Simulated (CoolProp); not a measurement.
A simple Rankine cycle with water: condensing at 321.15 K, boiler at 13.5 MPa, turbine inlet 647.2 K, turbine efficiency 0.85, pump efficiency 0.8, no recuperator. Each further row changes one setting.

Values from CoolProp's reference Helmholtz-energy equation of state, Wagner 2002.

```json
[
 {"case": "as stated", "thermal efficiency (%)": "32.8", "net work (kJ/kg)": "881", "heat in (kJ/kg)": "2690", "turbine exit temperature (K)": "321.1", "volume ratio over the turbine": "615"},
 {"case": "turbine inlet 667.2 K", "thermal efficiency (%)": "33.1", "net work (kJ/kg)": "918", "heat in (kJ/kg)": "2770", "turbine exit temperature (K)": "321.1", "volume ratio over the turbine": "580"},
 {"case": "condensing temperature 313.15 K", "thermal efficiency (%)": "33.7", "net work (kJ/kg)": "917", "heat in (kJ/kg)": "2720", "turbine exit temperature (K)": "313.1", "volume ratio over the turbine": "900"},
 {"case": "boiler pressure 9.45 MPa", "thermal efficiency (%)": "32.1", "net work (kJ/kg)": "902", "heat in (kJ/kg)": "2810", "turbine exit temperature (K)": "321.1", "volume ratio over the turbine": "403"},
 {"case": "turbine efficiency 0.75", "thermal efficiency (%)": "28.8", "net work (kJ/kg)": "776", "heat in (kJ/kg)": "2690", "turbine exit temperature (K)": "321.1", "volume ratio over the turbine": "651"}
]
```

The expansion ends wet for: as stated; turbine inlet 667.2 K; condensing temperature 313.15 K; boiler pressure 9.45 MPa; turbine efficiency 0.75.
